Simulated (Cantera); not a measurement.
Input: 1 mol S, 1.3 mol H2, 3.4 mol N2, 0.11 mol H2O, equilibrated at 2175 K and 0.240 bar.

Equilibrium computed with Cantera from the NASA thermochemical tables; the gas is ideal and each condensed phase is pure. Candidate condensed phases: H2O, H2SO4, S; 35 gas species. Equilibrium is a limit: real reactors are often held back by kinetics, nucleation or transport.

Base state: N2 0.640, H2 0.227, S2 0.0776, H2O 0.0180, SH 0.0135, H2S 0.0118, S 0.00519, H 0.00474 (mole fractions); condensed: gas only.

**Question.** What changes in the equilibrium state with this change: pressure from 0.240 bar to 8.20 bar?

**Answer.** 
```json
[
 {"species": "N2", "before": "0.640", "after": "0.657"},
 {"species": "H2", "before": "0.227", "after": "0.193"},
 {"species": "S2", "before": "0.0776", "after": "0.0636"},
 {"species": "H2S", "before": "0.0118", "after": "0.0530"},
 {"species": "SH", "before": "0.0135", "after": "0.0113"},
 {"species": "H2O", "before": "0.0180", "after": "0.0206"},
 {"species": "S", "before": "0.00519", "after": "0.000804"},
 {"species": "H", "before": "0.00474", "after": "0.000748"},
 {"species": "SO", "before": "0.00211", "after": "0.000439"},
 {"species": "OH", "before": "5.05e-5", "after": "1.07e-5"}
]
```
